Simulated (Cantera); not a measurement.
Feed: 1 mol MgCO₃, 0.4 mol SO₂, 0.037 mol O₂, at 14.0 bar.

Equilibrium computed with Cantera from the NASA thermochemical tables; the gas is ideal and each condensed phase is pure. Candidate condensed phases: C, Mg, MgCO₃, MgO, MgS, MgSO₄, S; 26 gas species. Mutual solubility and eutectic melting of coexisting phases are not modelled. Gases not in the tables: S₃ to S₇. The numbers say what is thermodynamically allowed, not how fast it happens.

**Question.** Which condensed phases are stable at each of these points (T (°C)): 427, 527, 627, 727, 827, 927, 1027, 1127, 1227, 1327, 1427, 1527, 1627?

**Answer.** 
| T (°C) | condensed phases | Mg condensed (%) |
|---|---|---|
| 427 | MgCO₃(s) + MgSO₄(s) + S(l) | 100.0 |
| 527 | MgO(s) + MgSO₄(s) | 100.0 |
| 627 | MgO(s) + MgSO₄(s) | 100.0 |
| 727 | MgO(s) + MgSO₄(s) | 100.0 |
| 827 | MgO(s) + MgSO₄(s) | 100.0 |
| 927 | MgO(s) + MgSO₄(s) | 100.0 |
| 1027 | MgO(s) + MgSO₄(s) | 100.0 |
| 1127 | MgO(s) + MgSO₄(l) | 100.0 |
| 1227 | MgO(s) | 100.0 |
| 1327 | MgO(s) | 100.0 |
| 1427 | MgO(s) | 100.0 |
| 1527 | MgO(s) | 100.0 |
| 1627 | MgO(s) | 100.0 |

At 427 °C the condensed part is MgCO₃(s) + MgSO₄(s) + S(l). From 527 °C to 1027 °C the condensed part is MgO(s) + MgSO₄(s). At 1127 °C the condensed part is MgO(s) + MgSO₄(l). From 1227 °C to 1627 °C the condensed part is MgO(s).
